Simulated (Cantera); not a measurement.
Charge: 1 mol Ti(OiPr)4, a varied amount of H2O, at 950 °C and 10.0 mbar.

Equilibrium computed with Cantera from the NASA thermochemical tables; the gas is ideal and each condensed phase is pure. Candidate condensed phases: C, C6H6, C7H8, C8H18, H2O, Ti, TiC, TiO, TiO2, Ti2O3, Ti3O5, Ti4O7; 113 gas species. The feed counts by its element totals alone. Kinetics and transport are ignored.

Question: At 4.5 mol H2O, list the 5 most abundant gas species with their mole fractions, and the condensed phases.

Answer: H2 0.730, CO 0.270, CH4 7.10e-5, H2O 3.96e-5, CO2 1.00e-5. Condensed: C(graphite) + Ti3O5(s).
